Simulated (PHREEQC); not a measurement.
Solution (20 °C): 0.00018 mol/kgw PbCl2, 0.076 mol/kgw KBr and 0.076 mol/kgw Zn(NO3)2. Closed to the air; pH follows from the charge balance.

The numbers come from PHREEQC with the ion-association model, wateq4f.dat.

| quantity | before | after |
|---|---|---|
| pH | 5.37 | 6.15 |
| Cl- (mol/kgw) | 0.000344 | 3.59e-6 |
| Pb+2 (mol/kgw) | 6.40e-5 | 1.68e-6 |
| PbNO3+ (mol/kgw) | 3.77e-5 | 2.97e-8 |
| ZnCl+ (mol/kgw) | 1.61e-5 | 4.65e-9 |
| ZnOH+ (mol/kgw) | 5.23e-6 | 6.71e-7 |
| SI of Pb(OH)2 (Pb(OH)2) | -2.31 | -1.91 |
| SI of Zincite(c) (ZnO) | -2.33 | -2.34 |

Question: Which change was made?
A. temperature from 20 to 90 °C
B. KBr left out
C. diluted 100-fold with water
D. temperature from 20 to 85 °C

Answer: C, diluted 100-fold with water

This is a speciation only: nothing precipitates in the calculation.
